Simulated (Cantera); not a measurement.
Input (Python, Cantera) and output of one run.

```python
import numpy as np
import cantera as ct

gas_names = [...]  # 116 gases of nasa_gas.yaml made of C, H, Mg, O
cond_names = """
    C(gr) C6H6(L) C7H8(L) C8H18(L),n-octa H2O(s) H2O(L) Mg(cr) Mg(L) MgCO3(s) MgO(s) MgO(L) MgO2H2(s)
""".split()


# ... load() reads the species with a 1 bar reference pressure and builds the phases ...
atoms = {
    'Mg(OH)2': {'Mg': 1, 'O': 2, 'H': 2},
    'C': {'C': 1},
    'O2': {'O': 2},
}
top_T = {'C(gr)': 4500}  # K; cautious upper limits of use, not melting points


# ... equilibrate(T, P, feed) seeds the gas with the atoms and calls Mixture.equilibrate('TP', solver="vcs", rtol=1e-11, max_steps=5000) ...
results = []
feed = {'Mg(OH)2': 1, 'C': 0.49, 'O2': 3}  # mol
T = 1400  # K
P = 1333.22  # Pa
mix = equilibrate(T, P, feed)
results.append((T, P, feed, dict(zip(mix.species_names, mix.species_moles))))
print(gas.report(threshold=0.0001))
for i in range(1, mix.n_phases):
    print(f"{mix.phase(i).name:16s} {mix.phase_moles(i):12.5e} mol")
```

It prints:

```
       temperature   1400 K
          pressure   1333.2 Pa
           density   0.0034329 kg/m^3
  mean mol. weight   29.972 kg/kmol
   phase of matter   gas

                          1 kg             1 kmol
                     ---------------   ---------------
          enthalpy       -2.2595e+06       -6.7722e+07  J
   internal energy       -2.6479e+06       -7.9362e+07  J
           entropy             10038        3.0087e+05  J/K
    Gibbs function       -1.6313e+07       -4.8894e+08  J
 heat capacity c_p            1379.4             41342  J/K
 heat capacity c_v              1102             33028  J/K

                      mass frac. Y      mole frac. X     chem. pot. / RT
                     ---------------   ---------------   ---------------
               CO2           0.17986           0.12249            -70.08
               H2O            0.1502           0.24989           -52.499
                OH        0.00010684        0.00018828           -34.336
                O2           0.66983           0.62742           -32.345
     [ +112 minor]        4.9217e-06        9.2102e-06

C(gr)             0.00000e+00 mol
Mg(L)             0.00000e+00 mol
MgO(s)            1.00000e+00 mol
```

Method: chemical equilibrium by Gibbs-energy minimisation in Cantera with the NASA 1993 tables (ideal gas, pure condensed phases).
